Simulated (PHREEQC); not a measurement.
Solution (25 °C): 0.0067 mol CdSO4, 0.035 mol Na2SO4 and 0.00091 mol MnSO4 per kg of water. Closed to the air; pH follows from the charge balance.

Computed with PHREEQC (ion-association model, wateq4f.dat).

Problem. The ionic strength comes out as 0.109 mol/kgw. What activity coefficients do Cd(SO4)2-2, Cd+2, SO4-2, Mn+2, Na+ get?

Solution. Cd(SO4)2-2 0.36, Cd+2 0.36, SO4-2 0.36, Mn+2 0.39, Na+ 0.78.

No solid was allowed to form. Complexes and solids missing from the database can't appear.
